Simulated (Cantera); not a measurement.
## Low-pressure radical oxidation in H2/O2

An isothermal, constant-pressure homogeneous reactor starts with H₂ : O₂ = 0.22 : 1 (molar parts), equivalence ratio 0.11, at 1398 K and 8.25 Torr.

Model: the H2/O2 subset of GRI-Mech 3.0, which has no nitrogen chemistry, integrated in Cantera. Radical loss at walls, strong at low pressure, is not modelled. The temperature is held fixed by assumption; the heat of reaction is taken as removed at once.

```tsv
t (s)	x H₂	x O₂	x OH	x H₂O₂	x O	x H
0.000400	0.180	0.819	0.000188	1.07e-8	0.000239	0.000296
0.00123	0.00858	0.700	0.0164	1.55e-7	0.0865	0.0492
0.00380	0.00797	0.707	0.0160	1.56e-7	0.0811	0.0443
0.0117	0.00672	0.726	0.0148	1.63e-7	0.0651	0.0322
0.0360	0.00374	0.763	0.0113	1.58e-7	0.0335	0.0120
0.111	0.000826	0.793	0.00542	9.58e-8	0.00705	0.00117
0.342	0.000101	0.800	0.00191	3.41e-8	0.000852	4.90e-5
1.05	1.45e-5	0.801	0.000724	1.08e-8	0.000122	2.68e-6
3.25	2.94e-6	0.802	0.000327	3.79e-9	2.49e-5	2.45e-7
10.0	1.07e-6	0.802	0.000198	2.17e-9	9.10e-6	5.43e-8
```
x: mole fraction; the columns are a selection and need not sum to one.

Equilibrium at this temperature and pressure: H₂ 9.30e-7, O₂ 0.802, OH 0.000184, H₂O₂ 2.05e-9, O 7.88e-6, H 4.38e-8 (gas phase only).
